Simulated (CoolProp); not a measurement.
Values from CoolProp's reference Helmholtz-energy equation of state, de Reuck 1993.

Question: Give the vapour pressure (kPa), vapour density (kg/m³), liquid cp (kJ/(kg K)), liquid conductivity (mW/(m K)) of saturated methanol at 32.35, 60.85, 175.05 °C.

Answer: 
| T (°C) | p (kPa) | vapour density (kg/m³) | liquid cp (kJ/(kg K)) | liquid conductivity (mW/(m K)) |
|---|---|---|---|---|
| 32.35 | 24.6 | 0.320 | 2.58 | 199 |
| 60.85 | 87.7 | 1.06 | 2.80 | 193 |
| 175.05 | 2450 | 29.5 | 4.36 | 172 |

Thermal conductivity comes from a separate model (Sykioti 2013).
